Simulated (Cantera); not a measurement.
**Thermodynamics of abatement and gas-phase synthesis, feed N₂O + SO₂ + H₂**

Input: 1 mol N₂O, 0.19 mol SO₂, 1.7 mol H₂, at 170 Pa.

Method: chemical equilibrium by Gibbs-energy minimisation in Cantera with the NASA 1993 tables (ideal gas, pure condensed phases). Candidate condensed phases: H₂O, H₂SO₄, S; 35 gas species. The numbers say what is thermodynamically allowed, not how fast it happens.

| T (K) | log p H | log p N₂ | log p H₂O | log p O | log p H₂ | log p OH | log p SO₂ | log p S | log p O₂ | log p SO |
|---|---|---|---|---|---|---|---|---|---|---|
| 2250 | -3.87 | -3.26 | -3.27 | -5.02 | -3.49 | -4.48 | -4.15 | -5.42 | -5.18 | -4.52 |
| 2400 | -3.56 | -3.30 | -3.40 | -4.38 | -3.53 | -4.17 | -4.26 | -5.23 | -4.64 | -4.46 |
| 2550 | -3.31 | -3.37 | -3.69 | -3.94 | -3.61 | -4.05 | -4.49 | -4.96 | -4.40 | -4.42 |
| 2700 | -3.15 | -3.45 | -4.19 | -3.66 | -3.80 | -4.12 | -4.90 | -4.67 | -4.44 | -4.47 |
| 2850 | -3.07 | -3.50 | -4.87 | -3.52 | -4.11 | -4.36 | -5.51 | -4.46 | -4.67 | -4.66 |
| 3000 | -3.04 | -3.53 | -5.63 | -3.45 | -4.47 | -4.67 | -6.27 | -4.35 | -5.02 | -4.97 |
| 3150 | -3.02 | -3.54 | -6.38 | -3.43 | -4.82 | -5.01 | -7.08 | -4.30 | -5.39 | -5.34 |
| 3300 | -3.02 | -3.55 | -7.09 | -3.42 | -5.16 | -5.33 | -7.86 | -4.28 | -5.75 | -5.71 |
| 3450 | -3.02 | -3.55 | -7.75 | -3.41 | -5.48 | -5.64 | -8.60 | -4.27 | -6.10 | -6.07 |
log p: log10 of the partial pressure in bar; nothing condenses.

From 2250 K to 3450 K nothing is condensed.
